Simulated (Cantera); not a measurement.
Silicon nitride deposition: SiH₂Cl₂ + NH₃

Feed: 1 mol SiH₂Cl₂, a varied amount of NH₃, held at 0.00133 bar.

These are equilibrium values from Cantera (NASA tables, ideal gas, pure condensed phases), not measurements of a reactor. Candidate condensed phases: NH₄Cl, Si, Si₃N₄; 28 gas species. Mutual solubility and eutectic melting of coexisting phases are not modelled. The tables' values for SiCl₃ are old estimates. The numbers say what is thermodynamically allowed, not how fast it happens.

Stable condensed phases:

```
T in K \ n(NH₃) in mol
         2.8 4.2 5.5 6.9 8.3 9.6  11  12  14  15  16  18  19
   1650    A   A   A   A   A   A   A   A   A   A   A   A   A
   1600    A   A   A   A   A   B   B   B   B   B   C   C   C
   1550    C   C   C   C   C   C   C   C   C   C   C   C   C
   1500    C   C   C   C   C   C   C   C   C   C   C   C   C
   1450    C   C   C   C   C   C   C   C   C   C   C   C   C
   1400    C   C   C   C   C   C   C   C   C   C   C   C   C
   1350    C   C   C   C   C   C   C   C   C   C   C   C   C
   1300    C   C   C   C   C   C   C   C   C   C   C   C   C
   1250    C   C   C   C   C   C   C   C   C   C   C   C   C
   1200    C   C   C   C   C   C   C   C   C   C   C   C   C
```

A: Si; B: Si + Si₃N₄; C: Si₃N₄.
